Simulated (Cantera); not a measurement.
## c-C4F8 + F2 (fluorocarbon and chlorocarbon gases)

Input: 1 mol c-C4F8, 0.5 mol F2, equilibrated at 1330 Pa.

Cantera equilibrium calculation (NASA polynomials, part measured and part estimated; ideal gas, pure solids and liquids). Candidate condensed phases: C; 13 gas species. The feed counts by its element totals alone. The tables' values for C2F4 are old estimates; treat these amounts as uncertain. Gases not in the tables: C2F6 and larger saturated fluorocarbons. Rates play no part.

From 1048 K to 2548 K the condensed part is C(graphite). The main C-bearing gas is CF4 at 1048 K and CF2 at 2548 K.

```json
[
 {"T (K)": "1048", "x CF4": "1.00", "x F": "8.95e-10", "x CF2": "2.22e-8", "x CF": "<1e-12", "x CF3": "3.52e-8", "x C3": "<1e-12", "n C(graphite)": "1.75"},
 {"T (K)": "1198", "x CF4": "1.000", "x F": "8.40e-8", "x CF2": "1.28e-6", "x CF": "<1e-12", "x CF3": "9.32e-7", "x C3": "<1e-12", "n C(graphite)": "1.75"},
 {"T (K)": "1348", "x CF4": "1.000", "x F": "2.87e-6", "x CF2": "2.95e-5", "x CF": "1.03e-10", "x CF3": "1.18e-5", "x C3": "<1e-12", "n C(graphite)": "1.75"},
 {"T (K)": "1498", "x CF4": "1.000", "x F": "4.86e-5", "x CF2": "0.000359", "x CF": "7.87e-9", "x CF3": "9.01e-5", "x C3": "<1e-12", "n C(graphite)": "1.75"},
 {"T (K)": "1648", "x CF4": "0.996", "x F": "0.000491", "x CF2": "0.00275", "x CF": "2.71e-7", "x CF3": "0.000470", "x C3": "<1e-12", "n C(graphite)": "1.75"},
 {"T (K)": "1798", "x CF4": "0.980", "x F": "0.00337", "x CF2": "0.0148", "x CF": "5.12e-6", "x CF3": "0.00184", "x C3": "8.08e-12", "n C(graphite)": "1.73"},
 {"T (K)": "1948", "x CF4": "0.918", "x F": "0.0169", "x CF2": "0.0594", "x CF": "6.04e-5", "x CF3": "0.00558", "x C3": "5.57e-10", "n C(graphite)": "1.69"},
 {"T (K)": "2098", "x CF4": "0.742", "x F": "0.0651", "x CF2": "0.180", "x CF": "0.000479", "x CF3": "0.0128", "x C3": "2.07e-8", "n C(graphite)": "1.55"},
 {"T (K)": "2248", "x CF4": "0.408", "x F": "0.189", "x CF2": "0.381", "x CF": "0.00259", "x CF3": "0.0193", "x C3": "4.69e-7", "n C(graphite)": "1.24"},
 {"T (K)": "2398", "x CF4": "0.105", "x F": "0.389", "x CF2": "0.482", "x CF": "0.00915", "x CF3": "0.0148", "x C3": "7.11e-6", "n C(graphite)": "0.990"},
 {"T (K)": "2548", "x CF4": "0.0128", "x F": "0.585", "x CF2": "0.374", "x CF": "0.0221", "x CF3": "0.00585", "x C3": "7.75e-5", "n C(graphite)": "1.38"}
]
```
x: gas mole fraction; n: condensed amount in mol.
